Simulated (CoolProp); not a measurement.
Vapour-liquid equilibrium of CH2F2 (R32) (1) + R143a (2) at 10.5 bar; x and y are mole fractions of (1).

Values from CoolProp's multi-fluid Helmholtz-energy mixture model, Tillner-Roth 1997 and Lemmon and Jacobsen 2000; pair parameters Bell 2016.

```
x     bubble temperature, mixture model (°C)  bubble temperature, Raoult's law (°C)  y, mixture model  y, Raoult's law
----  --------------------------------------  -------------------------------------  ----------------  ---------------
0.05                                    16.9                                   17.5             0.072            0.065
0.2                                     14.0                                   15.8             0.261            0.250
0.35                                    11.8                                   14.2             0.419            0.417
0.5                                     10.1                                   12.7             0.557            0.570
0.65                                     9.0                                   11.3             0.685            0.711
0.8                                      8.3                                    9.9             0.812            0.841
0.95                                     8.2                                    8.6             0.949            0.962
```

The largest gap from Raoult's law is -2.6 K in bubble temperature, at x = 0.5. y crosses x between x = 0.8 and 0.95: the model has an azeotrope there.

The pair parameters rest on a limited set of measurements; away from them the model extrapolates.
